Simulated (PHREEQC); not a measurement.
1 kg of water holding 0.57 mol/kgw NaOH, 0.027 mol/kgw Na2SO4 and 0.079 mol/kgw NaCl is evaporated at 25 °C; the solids stay in contact with the brine. No CO2 enters from the air. Only these solids could form: Halite, Mirabilite, Thenardite.

The series has 18 steps of water left (kg), from 1 to 0.03564.

The numbers come from PHREEQC with the Pitzer model, pitzer.dat.

Task: Which solids form, in which order, and at which step of the series does each first stand?

Result: Thenardite from water left = 0.07809 kg (pH 15.50); Halite from water left = 0.05275 kg (pH 16.35).
